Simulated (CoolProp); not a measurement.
20 sccm (0 °C, 1 atm) of nitrogen bubbles through liquid octamethyltrisiloxane (MDM) at 339.1 K and leaves saturated at a total pressure of 0.134 MPa (ideal gas phase). Each further row changes one setting.

Model: reference Helmholtz-energy equation of state, Thol 2017, in CoolProp.

```
case                      vapour pressure (kPa)  mole fraction of vapour  delivery (mg/min)  delivery (sccm)  change of delivery for a bath 1 K warmer (%)
------------------------  ---------------------  -----------------------  -----------------  ---------------  --------------------------------------------
as stated                                  4.86                      ___                ___            0.752                                           5.0
bath temperature 344.1 K                   6.11                   0.0456                ___              ___                                           4.8
total pressure 0.268 MPa                   4.86                   0.0181                ___            0.369                                           4.9
```

Complete the blanks.


- as stated, mole fraction of vapour: 0.0362
- as stated, delivery (mg/min): 7.93
- bath temperature 344.1 K, delivery (mg/min): 10.1
- bath temperature 344.1 K, delivery (sccm): 0.956
- total pressure 0.268 MPa, delivery (mg/min): 3.89
